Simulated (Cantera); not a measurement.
Charge: 1 mol PbO, 2.5 mol O2, 1.4 mol H2, equilibrated at 1202 °C.

Cantera equilibrium calculation (NASA polynomials, part measured and part estimated; ideal gas, pure solids and liquids). Candidate condensed phases: H2O, Pb, PbO, PbO2, Pb3O4; 12 gas species. Gases not in the tables: (PbO)n polymers. Equilibrium is a limit: real reactors are often held back by kinetics, nucleation or transport.

log p: log10 of the partial pressure in bar; n: condensed amount in mol.

```json
[
 {"P (Pa)": "10", "log p O2": "-4.34", "log p H2O": "-4.50", "log p PbO": "-4.85", "log p Pb": "-5.06", "n PbO(l)": "0"},
 {"P (Pa)": "42", "log p O2": "-3.73", "log p H2O": "-3.87", "log p PbO": "-4.13", "log p Pb": "-4.64", "n PbO(l)": "0"},
 {"P (Pa)": "180", "log p O2": "-3.10", "log p H2O": "-3.23", "log p PbO": "-3.43", "log p Pb": "-4.26", "n PbO(l)": "0"},
 {"P (Pa)": "750", "log p O2": "-2.49", "log p H2O": "-2.61", "log p PbO": "-2.78", "log p Pb": "-3.92", "n PbO(l)": "0"},
 {"P (Pa)": "3200", "log p O2": "(withheld)", "log p H2O": "(withheld)", "log p PbO": "-2.20", "log p Pb": "(withheld)", "n PbO(l)": "(withheld)"},
 {"P (Pa)": "13000", "log p O2": "-1.16", "log p H2O": "-1.27", "log p PbO": "-2.20", "log p Pb": "-4.00", "n PbO(l)": "0.832"},
 {"P (Pa)": "56000", "log p O2": "-0.51", "log p H2O": "-0.62", "log p PbO": "-2.20", "log p Pb": "-4.32", "n PbO(l)": "0.963"},
 {"P (Pa)": "240000", "log p O2": "(withheld)", "log p H2O": "(withheld)", "log p PbO": "-2.20", "log p Pb": "(withheld)", "n PbO(l)": "0.991"},
 {"P (Pa)": "1000000", "log p O2": "0.75", "log p H2O": "0.64", "log p PbO": "-2.20", "log p Pb": "-4.95", "n PbO(l)": "0.998"}
]
```

Q: Some entries are withheld; supply them.

A: 
- 3200, log p O2: -1.84
- 3200, log p H2O: -1.96
- 3200, log p Pb: -3.65
- 3200, n PbO(l): 0.164
- 240000, log p O2: 0.13
- 240000, log p H2O: 0.02
- 240000, log p Pb: -4.64
